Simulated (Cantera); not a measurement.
A perfectly stirred reactor is fed with CH₄ : H₂ = 1 : 4.4 (molar parts), at 14.3 Torr; it is held at 1800 K, and followed from long to short residence time.

Detailed kinetics in Cantera: GRI-Mech 3.0 (53 species, 325 reactions). GRI-Mech 3.0 stops at C3 and has no aromatics, soot or wall deposition, so with more carbon than oxygen in the feed, carbon stays in small species such as C2H2 where larger ones or solid carbon would form. Radical loss at walls, strong at low pressure, is not modelled.

Problem. Predict: x(CH₄) at τ = 0.330 s; x(H₂) at τ = 0.330 s; x(CH₃) at τ = 0.330 s; x(H) at τ = 0.330 s; x(CH₂) at τ = 0.330 s; x(CH₄) at τ = 7.80 ms; x(H₂) at τ = 7.80 ms; x(CH₃) at τ = 7.80 ms; x(H) at τ = 7.80 ms; x(CH₂) at τ = 7.80 ms.

Solution. x(CH₄) at τ = 0.330 s: 0.0441
x(H₂) at τ = 0.330 s: 0.894
x(CH₃) at τ = 0.330 s: 0.00159
x(H) at τ = 0.330 s: 0.00160
x(CH₂) at τ = 0.330 s: 2.36e-6
x(CH₄) at τ = 7.80 ms: 0.169
x(H₂) at τ = 7.80 ms: 0.822
x(CH₃) at τ = 7.80 ms: 0.00306
x(H) at τ = 7.80 ms: 0.000753
x(CH₂) at τ = 7.80 ms: 2.11e-6
